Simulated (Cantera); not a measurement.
Standard-state values (1 bar) from the NASA 1993 polynomials, evaluated with Cantera. Values are per mole of reaction as written; species without (g) are pure solids or liquids, kept so even where they would boil at 1 bar.

Problem. Between 300 and 648 K, where is each reaction favourable under standard conditions?
- 2 NH3(g) + P4O10 ⇌ 3 H2O2(g) + P4(g) + 2 NO2(g)

Solution. 
- 2 NH3(g) + P4O10 ⇌ 3 H2O2(g) + P4(g) + 2 NO2(g): ΔG° is 2565 kJ at 300 K and 2276 kJ at 648 K; it stays positive (K < 1). ΔH° is 2798 kJ and ΔS° 806 J/K at 648 K.
